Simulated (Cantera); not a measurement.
Charge: 1 mol PbO, 2.9 mol H2, 4.8 mol CO, equilibrated at 1123.15 K and 100 Torr.

Equilibrium computed with Cantera from the NASA thermochemical tables; the gas is ideal and each condensed phase is pure. Candidate condensed phases: C, C6H6, C7H8, C8H18, H2O, Pb, PbO, PbO2, Pb3O4; 113 gas species. Equilibrium is a limit: real reactors are often held back by kinetics, nucleation or transport.

Base state: CO 0.544, H2 0.325, CO2 0.0785, H2O 0.0512, Pb 0.00137, CH4 1.25e-5 (mole fractions); condensed: Pb(l).

Question: What changes in the equilibrium state with this change: H2 from 2.9 to 0.041 mol?

Answer: 
```tsv
species	before	after
CO	0.544	0.786
CO2	0.0785	0.204
H2	0.325	0.00658
H2O	0.0512	0.00187
Pb	0.00137	0.00137
CH4	1.25e-5	4.11e-9
Pb(l), mol	0.989	0.993
```

Question: What changes in the equilibrium state with this change: temperature from 1123.15 K to 700 K?

Answer: 
```
species            before    after
----------------  -------  -------
CO2                0.0785    0.423
H2O                0.0512    0.312
H2                  0.325    0.195
CO                  0.544   0.0280
CH4               1.25e-5   0.0430
Pb                0.00137  8.36e-9
Pb(l), mol          0.989     1.00
C(graphite), mol        0     2.38
```

Question: What changes in the equilibrium state with this change: H2 from 2.9 to 0.77 mol?

Answer: 
| species | before | after |
|---|---|---|
| CO | 0.544 | 0.708 |
| CO2 | 0.0785 | 0.153 |
| H2 | 0.325 | 0.112 |
| H2O | 0.0512 | 0.0264 |
| Pb | 0.00137 | 0.00137 |
| CH4 | 1.25e-5 | 1.28e-6 |
| Pb(l), mol | 0.989 | 0.992 |
